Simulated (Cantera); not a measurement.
An adiabatic, constant-pressure homogeneous reactor starts with 7.68 % CH₄, 19.4 % O₂, 72.9 % N₂, equivalence ratio 0.79, at 1125 K and 1.00 bar.

Detailed kinetics in Cantera: GRI-Mech 3.0 (53 species, 325 reactions).

**Question.** Predict: time of steepest temperature rise; temperature at 7.00 s; equilibrium temperature; x(O₂) at 7.00 s; x(NO) at 7.00 s; x(O) at 7.00 s.

**Answer.** 
| Item | Result |
|---|---|
| time of steepest temperature rise | 0.124 s |
| temperature at 7.00 s | 2483 K |
| equilibrium temperature | 2483 K |
| x(O₂) at 7.00 s | 0.0391 (gas-phase equilibrium 0.0391) |
| x(NO) at 7.00 s | 0.00920 (gas-phase equilibrium 0.00920) |
| x(O) at 7.00 s | 0.00265 (gas-phase equilibrium 0.00265) |
